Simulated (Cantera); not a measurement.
A jet of CH4 : O2 : N2 = 0.012 : 0.17 : 0.79 (molar parts), equivalence ratio 0.14 at 300 K and 188 Torr hits a platinum plate 4.3 cm away at a mass flux of 0.11 kg/m²/s; the plate temperature is set and raised in steps from an oxygen-covered start.

Detailed kinetics in Cantera: Deutschmann's 1995 Pt surface mechanism with GRI-Mech 3.0 gas chemistry. Catalytic surfaces can have several steady states; this one follows from the mechanism file's or the stated starting coverage.

x: mole fraction at the wall; θ: surface coverage.

```json
[
 {"plate T (K)": "900", "wall x CH4": "0.00884", "wall x O2": "0.167", "wall x H2O": "0.00653", "wall x OH": "…", "wall x CO": "2.75e-6", "wall x CO2": "0.00429", "θ free Pt": "0.135", "θ O*": "0.865", "θ OH*": "0.000917"},
 {"plate T (K)": "950", "wall x CH4": "0.00673", "wall x O2": "0.163", "wall x H2O": "0.0104", "wall x OH": "…", "wall x CO": "2.87e-6", "wall x CO2": "0.00686", "θ free Pt": "0.188", "θ O*": "0.810", "θ OH*": "0.00108"},
 {"plate T (K)": "1000", "wall x CH4": "0.00492", "wall x O2": "0.159", "wall x H2O": "0.0137", "wall x OH": "…", "wall x CO": "2.80e-6", "wall x CO2": "0.00906", "θ free Pt": "0.247", "θ O*": "0.752", "θ OH*": "0.00114"},
 {"plate T (K)": "1050", "wall x CH4": "0.00360", "wall x O2": "0.156", "wall x H2O": "0.0161", "wall x OH": "…", "wall x CO": "2.68e-6", "wall x CO2": "0.0107", "θ free Pt": "0.308", "θ O*": "0.691", "θ OH*": "0.00112"},
 {"plate T (K)": "1100", "wall x CH4": "0.00269", "wall x O2": "0.154", "wall x H2O": "0.0178", "wall x OH": "…", "wall x CO": "2.59e-6", "wall x CO2": "0.0117", "θ free Pt": "0.369", "θ O*": "0.630", "θ OH*": "0.00105"}
]
```

### Question
Complete the blanks.

### Answer

- 900, wall x OH: 1.30e-8
- 950, wall x OH: 4.33e-8
- 1000, wall x OH: 1.20e-7
- 1050, wall x OH: 2.96e-7
- 1100, wall x OH: 6.56e-7
